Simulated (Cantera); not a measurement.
# Stirred combustor or abatement burner

A perfectly stirred reactor is fed with 27.8 % H2, 11.1 % O2, 55.0 % N2, 6.11 % H2O, equivalence ratio 1.2, at 0.878 atm; it is adiabatic with a 600 K inlet, and is followed from long to short residence time, starting on the burning branch (τ in s: 0.021, 0.01, 0.0051, 0.0025, 0.0012, 0.0006, 0.00029, 0.00014, 7e-05, 3.4e-05, 1.7e-05, 8.2e-06).

Computed with Cantera and the H2/O2 subset of GRI-Mech 3.0, which has no nitrogen chemistry.

| τ (s) | T (K) | x H2 | x O2 | x H2O | x HO2 | x O | x H | x OH |
|---|---|---|---|---|---|---|---|---|
| 0.021 | 2163 | 0.0625 | 0.000509 | 0.312 | 2.86e-7 | 0.000202 | 0.00521 | 0.00343 |
| 0.010 | 2139 | 0.0628 | 0.000880 | 0.310 | 5.11e-7 | 0.000360 | 0.00713 | 0.00446 |
| 0.0051 | 2108 | 0.0634 | 0.00143 | 0.307 | 8.37e-7 | 0.000602 | 0.00954 | 0.00557 |
| 0.0025 | 2063 | 0.0642 | 0.00232 | 0.302 | 1.36e-6 | 0.00101 | 0.0130 | 0.00685 |
| 0.0012 | 2001 | 0.0655 | 0.00367 | 0.296 | 2.19e-6 | 0.00165 | 0.0179 | 0.00812 |
| 0.00060 | 1926 | 0.0668 | 0.00540 | 0.289 | 3.34e-6 | 0.00248 | 0.0240 | 0.00905 |
| 0.00029 | 1830 | 0.0683 | 0.00774 | 0.280 | 5.11e-6 | 0.00357 | 0.0320 | 0.00949 |
| 0.00014 | 1717 | 0.0699 | 0.0107 | 0.270 | 7.79e-6 | 0.00473 | 0.0417 | 0.00918 |
| 7.0e-5 | 1598 | 0.0728 | 0.0146 | 0.260 | 1.19e-5 | 0.00568 | 0.0513 | 0.00815 |
| 3.4e-5 | 1460 | 0.0823 | 0.0217 | 0.244 | 2.03e-5 | 0.00609 | 0.0584 | 0.00634 |
| 1.7e-5 | 1251 | 0.135 | 0.0464 | 0.195 | 5.18e-5 | 0.00411 | 0.0433 | 0.00314 |
| 8.2e-6 | 600 | 0.278 | 0.111 | 0.0611 | <1e-12 | <1e-12 | <1e-12 | <1e-12 |
x: mole fraction; the columns are a selection and need not sum to one.
